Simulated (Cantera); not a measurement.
Input: 1 mol trisilylamine, 2.3 mol N2, 0.74 mol NH3, equilibrated at 1450 K and 1.00 bar.

Method: chemical equilibrium by Gibbs-energy minimisation in Cantera with the NASA 1993 tables (ideal gas, pure condensed phases). Candidate condensed phases: Si, Si3N4; 18 gas species. The feed counts by its element totals alone. The numbers say what is thermodynamically allowed, not how fast it happens.

Base state: H2 0.827, N2 0.173, NH3 2.26e-5 (mole fractions); condensed: Si3N4(s).

**Question.** What changes in the equilibrium state with this change: trisilylamine replaced by SiF4?

**Answer.** 
```csv
species,before,after
N2,0.173,0.558
H2,0.827,0.228
SiF4,0,0.203
HF,0,0.00564
SiF3,0,0.00279
SiHF3,0,0.00278
"Si3N4(s), mol",1.00,0
```
The tables' values for SiF3, SiF2 are old estimates; treat these amounts as uncertain.
